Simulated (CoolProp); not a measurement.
Vapour-liquid equilibrium of fluoroethane (R161) (1) + R134a (2) at 0.0372 MPa; x and y are mole fractions of (1).

Model: multi-fluid Helmholtz-energy mixture model, Wu 2012 and Tillner-Roth 1994; pair parameters Bell 2016, in CoolProp.

```json
[
 {"x": "0.05", "bubble temperature (K)": "…", "y at the bubble point": "0.078", "dew temperature at overall composition x (K)": "226.9", "liquid density (mol/L)": "14.21"},
 {"x": "0.15", "bubble temperature (K)": "225.6", "y at the bubble point": "0.225", "dew temperature at overall composition x (K)": "226.2", "liquid density (mol/L)": "14.52"},
 {"x": "0.25", "bubble temperature (K)": "224.5", "y at the bubble point": "0.362", "dew temperature at overall composition x (K)": "225.4", "liquid density (mol/L)": "14.84"},
 {"x": "0.35", "bubble temperature (K)": "…", "y at the bubble point": "0.486", "dew temperature at overall composition x (K)": "224.6", "liquid density (mol/L)": "…"},
 {"x": "0.45", "bubble temperature (K)": "222.1", "y at the bubble point": "0.598", "dew temperature at overall composition x (K)": "223.7", "liquid density (mol/L)": "15.51"},
 {"x": "0.55", "bubble temperature (K)": "220.9", "y at the bubble point": "0.698", "dew temperature at overall composition x (K)": "222.6", "liquid density (mol/L)": "15.86"},
 {"x": "0.65", "bubble temperature (K)": "…", "y at the bubble point": "0.785", "dew temperature at overall composition x (K)": "221.5", "liquid density (mol/L)": "…"},
 {"x": "0.75", "bubble temperature (K)": "218.6", "y at the bubble point": "0.860", "dew temperature at overall composition x (K)": "220.3", "liquid density (mol/L)": "16.59"},
 {"x": "0.85", "bubble temperature (K)": "217.5", "y at the bubble point": "0.924", "dew temperature at overall composition x (K)": "218.8", "liquid density (mol/L)": "16.98"},
 {"x": "0.95", "bubble temperature (K)": "216.4", "y at the bubble point": "0.977", "dew temperature at overall composition x (K)": "217.0", "liquid density (mol/L)": "17.38"}
]
```

Fill in the missing entries.


- 0.05, bubble temperature (K): 226.7
- 0.35, bubble temperature (K): 223.3
- 0.35, liquid density (mol/L): 15.17
- 0.65, bubble temperature (K): 219.8
- 0.65, liquid density (mol/L): 16.22

No azeotrope shows between x = 0.05 and 0.95.

Pair parameters are fitted to limited data, so mixtures are less certain than the pure fluids.
